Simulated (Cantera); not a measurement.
Feed: 1 mol FeS, 3.5 mol H₂, 4.4 mol N₂, equilibrated at 1675 K and 39000 Pa.

These are equilibrium values from Cantera (NASA tables, ideal gas, pure condensed phases), not measurements of a reactor. Candidate condensed phases: Fe, FeS, FeS₂, S; 16 gas species. Metal and sulfide melt together well below either melting point, which pure phases cannot show. Mutual solubility and eutectic melting of coexisting phases are not modelled. FeS: taken at fixed stoichiometry. Rates play no part.

Question: What is the equilibrium state?

Answer: 
```
Property                             Result
-------------------------------  ----------
x(N₂)                                 0.557
x(H₂)                                 0.434
x(H₂S)                              0.00841
x(SH)                              0.000363
x(S₂)                              0.000333
x(H)                               0.000122
x(Fe)                               1.06e-5
x(S)                                7.34e-6
x(NH₃)                              3.21e-6
n(Fe(δ))                         0.0746 mol
n(FeS(l))                         0.925 mol
gas amount                        7.905 mol
log10 activity of S(l) (absent)       -3.31
```
